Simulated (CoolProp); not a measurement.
Vapour pressure (bar) of c-C4F8 (RC318): the reference equation beside estimates from Tc = 115.2 °C, pc = 27.78 bar, ω = 0.355.

Values from CoolProp's reference Helmholtz-energy equation of state, Platzer 1990. This equation is an older, rougher fit; its heat capacities, sound speeds and derivatives of the liquid may be far off and weren't checked against measurements.

```json
[
 {"T (°C)": "-31.35", "reference": "0.3098", "Lee-Kesler": "0.3083", "van der Waals": "2.977", "Peng-Robinson": "0.3163"},
 {"T (°C)": "-22.65", "reference": "0.4805", "Lee-Kesler": "0.4791", "van der Waals": "3.618", "Peng-Robinson": "0.4864"},
 {"T (°C)": "-13.95", "reference": "0.7195", "Lee-Kesler": "0.7184", "van der Waals": "4.346", "Peng-Robinson": "0.7234"},
 {"T (°C)": "-5.25", "reference": "1.044", "Lee-Kesler": "1.044", "van der Waals": "5.164", "Peng-Robinson": "1.044"},
 {"T (°C)": "3.45", "reference": "1.473", "Lee-Kesler": "1.474", "van der Waals": "6.078", "Peng-Robinson": "1.468"},
 {"T (°C)": "12.15", "reference": "2.028", "Lee-Kesler": "2.031", "van der Waals": "7.090", "Peng-Robinson": "2.017"},
 {"T (°C)": "20.85", "reference": "2.731", "Lee-Kesler": "2.735", "van der Waals": "8.206", "Peng-Robinson": "2.712"},
 {"T (°C)": "29.55", "reference": "3.605", "Lee-Kesler": "3.610", "van der Waals": "9.428", "Peng-Robinson": "3.579"},
 {"T (°C)": "38.25", "reference": "4.676", "Lee-Kesler": "4.680", "van der Waals": "10.76", "Peng-Robinson": "4.645"},
 {"T (°C)": "46.95", "reference": "5.970", "Lee-Kesler": "5.972", "van der Waals": "12.20", "Peng-Robinson": "5.937"},
 {"T (°C)": "55.65", "reference": "7.515", "Lee-Kesler": "7.512", "van der Waals": "13.77", "Peng-Robinson": "7.486"},
 {"T (°C)": "64.35", "reference": "9.340", "Lee-Kesler": "9.332", "van der Waals": "15.45", "Peng-Robinson": "9.323"}
]
```

Absolute difference from the reference over all 12 rows, mean and median: Lee-Kesler 0.1 and 0.1 %, van der Waals 310.0 and 225.0 %, Peng-Robinson 0.7 and 0.5 %.
